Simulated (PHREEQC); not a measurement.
Make-up at 25 °C: 6.7 mmol/kgw HF and 9 mmol/kgw CsF. Closed to the air; pH follows from the charge balance.

All values are PHREEQC results (ion-association model, wateq4f.dat), not measurements.

```json
[
 {"quantity": "pH", "before": "3.33", "after": "3.55"},
 {"quantity": "ionic strength (mol/kgw)", "before": "0.00951", "after": "0.0160"},
 {"quantity": "F- (mol/kgw)", "before": "0.00930", "after": "0.0157"},
 {"quantity": "HF (mol/kgw)", "before": "0.00581", "after": "0.00585"},
 {"quantity": "HF2- (mol/kgw)", "before": "0.000208", "after": "0.000353"}
]
```

Task: Name the change that produced these shifts.
A) 0.0017 mol/kgw NaAlO2 added
B) 0.016 mol/kgw NaHS added
C) HF replaced by KHF2 at the same molality
D) HF from 0.0067 to 0.0335 mol/kgw
E) diluted 5-fold with water

Result: C, HF replaced by KHF2 at the same molality

This is a speciation only: nothing precipitates in the calculation.
